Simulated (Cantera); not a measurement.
## Premixed flame

A freely propagating, adiabatic, planar premixed flame of CH4 : CO : O2 : N2 = 1 : 0.7 : 1.96 : 7.36 (molar parts), equivalence ratio 1.2, unburnt at 575 K and 43000 Pa; mixture-averaged transport, grid criteria slope 0.08 and curve 0.16, no radiation.

Detailed kinetics in Cantera: GRI-Mech 3.0 (53 species, 325 reactions). Burning velocities carry a grid error of a few per cent, more on coarse grids.

```tsv
z (mm)	T (K)	u (m/s)	x CH4	x CO	x O2	x C2H	x H2	x NO
-1.92	575	1.66	0.0907	0.0635	0.178	<1e-8	0.000629	<1e-8
-1.28	576	1.66	0.0905	0.0634	0.177	<1e-8	0.00249	<1e-8
-0.959	578	1.68	0.0900	0.0632	0.177	<1e-8	0.00505	<1e-8
-0.639	614	1.79	0.0876	0.0633	0.174	<1e-8	0.0112	6.35e-8
-0.320	948	2.81	0.0672	0.0708	0.150	<1e-8	0.0238	1.09e-6
-0.160	1352	4.06	0.0387	0.0855	0.112	<1e-8	0.0308	3.15e-6
0	1741	5.27	0.0106	0.102	0.0647	2.89e-7	0.0328	7.45e-6
0.160	1915	5.80	0.00111	0.101	0.0340	3.32e-7	0.0279	1.35e-5
0.320	1959	5.91	6.17e-5	0.0900	0.0213	3.37e-8	0.0242	1.80e-5
0.639	1991	5.97	1.76e-7	0.0764	0.0145	<1e-8	0.0238	2.22e-5
1.28	2027	6.05	<1e-8	0.0694	0.0121	<1e-8	0.0245	2.64e-5
2.56	2074	6.17	<1e-8	0.0676	0.0106	<1e-8	0.0239	3.35e-5
5.11	2137	6.33	<1e-8	0.0663	0.00876	<1e-8	0.0226	4.68e-5
```
x: mole fraction of selected species; z is measured from the peak of heat release.

| Property | Value |
|---|---|
| laminar burning velocity | 166 cm/s |
| thermal thickness | 0.639 mm |
| peak x(C2H) | 4.73e-7 |
| peak x(H2) | 0.0331 |
| grid points | 157 |
